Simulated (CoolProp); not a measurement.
Saturated liquid density (kg/m³) of ethanol: the reference equation beside estimates from Tc = 241.6 °C, pc = 62.68 bar, ω = 0.644. Rackett uses Z = 0.29056 − 0.08775 ω.

Model: reference Helmholtz-energy equation of state, Schroeder 2014, in CoolProp.

```csv
T (°C),reference,Rackett,van der Waals,Soave-Redlich-Kwong
103.85,709.8,780.8,373.9,595.2
110.25,702.5,770.4,369.4,587.5
116.65,694.9,759.7,364.7,579.5
123.15,686.8,748.7,359.9,571.0
129.55,678.6,737.5,355.0,562.3
135.95,669.9,726.0,349.9,553.1
142.35,660.9,714.3,344.7,543.4
148.85,651.2,701.9,339.2,533.1
155.25,641.2,689.4,333.5,522.4
161.65,630.7,676.5,327.7,511.1
168.05,619.7,663.0,321.6,499.2
174.55,607.9,648.7,315.1,486.3
```

Absolute difference from the reference over all 12 rows, mean and median: Rackett 8.3 and 8.2 %, van der Waals 47.8 and 47.8 %, Soave-Redlich-Kwong 17.8 and 17.6 %.
